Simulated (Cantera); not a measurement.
Input: 1 mol Si, 0.9 mol HCl, 13 mol H2, at 1248 K.

Method: chemical equilibrium by Gibbs-energy minimisation in Cantera with the NASA 1993 tables (ideal gas, pure condensed phases). Candidate condensed phases: Si; 19 gas species. Gases not in the tables: Si2H6 and higher silanes. Kinetics and transport are ignored.

### Question
What share of the Si ends up in condensed phases as a function of P (Pa), at 10000, 23000, 51000, 120000, 260000, 590000, 1300000, 3000000?

### Answer
```csv
P (Pa),Si condensed (%),as
10000,87.6,Si(s)
23000,86.3,Si(s)
51000,84.7,Si(s)
120000,82.8,Si(s)
260000,80.9,Si(s)
590000,78.9,Si(s)
1300000,76.8,Si(s)
3000000,74.5,Si(s)
```
